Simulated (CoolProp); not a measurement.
Vapour-liquid equilibrium of propylene (1) + R142b (2) at 214.9 K; x and y are mole fractions of (1).

Computed with CoolProp (multi-fluid Helmholtz-energy mixture model, Lemmon 2013 and Lemmon 2006; pair parameters Bell 2016).

```csv
x,bubble pressure (bar),y at the bubble point,dew pressure at overall composition x (bar),liquid density (mol/L)
0.05,0.1151,0.337,0.08392,13.01
0.2,0.2172,0.701,0.09778,13.26
0.35,0.3085,0.824,0.1171,13.52
0.5,0.3869,0.887,0.1459,13.79
0.65,0.4551,0.926,0.1934,14.07
0.8,0.5187,0.958,0.2853,14.37
0.95,0.5845,0.989,0.5018,14.69
```

No azeotrope shows between x = 0.05 and 0.95.

Pair parameters are fitted to limited data, so mixtures are less certain than the pure fluids.
